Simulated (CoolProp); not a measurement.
Ethanol along the isobar 3.38 bar: Z from the reference equation and from simpler models built on Tc = 514.7 K, pc = 62.68 bar, ω = 0.644; each cubic takes its own stable root.

Model: reference Helmholtz-energy equation of state, Schroeder 2014, in CoolProp.

```csv
T (K),phase,reference
250.3,liquid,0.009059
270.7,liquid,0.008555
291.2,liquid,0.008127
311.6,liquid,0.007768
332.1,liquid,0.007466
352.5,liquid,0.007221
373,liquid,0.007028
393.4,gas,0.9359
413.9,gas,0.9510
434.3,gas,0.9618
454.7,gas,0.9698
475.2,gas,0.9758
```

**Question.** How far does each simpler model (Redlich-Kwong, Soave-Redlich-Kwong, Peng-Robinson) lie from the reference over these 12 states: mean and median of the absolute difference, and the worst?

**Answer.** 
- Redlich-Kwong: mean 2215.2 %, median 24.9 %, worst +13461.5 % at 373 K and 3.38 bar
- Soave-Redlich-Kwong: mean 10.7 %, median 17.5 %, worst +19.1 % at 373 K and 3.38 bar
- Peng-Robinson: mean 3.0 %, median 4.5 %, worst +5.4 % at 373 K and 3.38 bar

At some of these states Redlich-Kwong gives the other phase, because its saturation line lies elsewhere.
